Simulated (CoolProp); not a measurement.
Properties of acetone along the isobar 5080 kPa (Tc = 235.0 °C, pc = 4692 kPa, ω = 0.307).

Computed with CoolProp (reference Helmholtz-energy equation of state, Lemmon 2006). It is a short technical equation, of lower accuracy than the large ones.

```json
[
 {"T (°C)": "110.45", "phase": "liquid", "Z": "0.1342", "expansivity (1/kK)": "1.892"},
 {"T (°C)": "120.25", "phase": "liquid", "Z": "0.1333", "expansivity (1/kK)": "1.998"},
 {"T (°C)": "129.95", "phase": "liquid", "Z": "0.1327", "expansivity (1/kK)": "2.120"},
 {"T (°C)": "139.75", "phase": "liquid", "Z": "0.1324", "expansivity (1/kK)": "2.264"},
 {"T (°C)": "149.45", "phase": "liquid", "Z": "0.1323", "expansivity (1/kK)": "2.434"},
 {"T (°C)": "159.25", "phase": "liquid", "Z": "0.1326", "expansivity (1/kK)": "2.641"},
 {"T (°C)": "169.05", "phase": "liquid", "Z": "0.1332", "expansivity (1/kK)": "2.898"},
 {"T (°C)": "178.75", "phase": "liquid", "Z": "0.1343", "expansivity (1/kK)": "3.221"},
 {"T (°C)": "188.55", "phase": "liquid", "Z": "0.1359", "expansivity (1/kK)": "3.653"},
 {"T (°C)": "198.25", "phase": "liquid", "Z": "0.1383", "expansivity (1/kK)": "4.249"},
 {"T (°C)": "208.05", "phase": "liquid", "Z": "0.1418", "expansivity (1/kK)": "5.165"},
 {"T (°C)": "217.75", "phase": "liquid", "Z": "0.1472", "expansivity (1/kK)": "6.753"},
 {"T (°C)": "227.55", "phase": "liquid", "Z": "0.1565", "expansivity (1/kK)": "10.55"},
 {"T (°C)": "237.35", "phase": "supercritical", "Z": "0.1836", "expansivity (1/kK)": "39.53"}
]
```
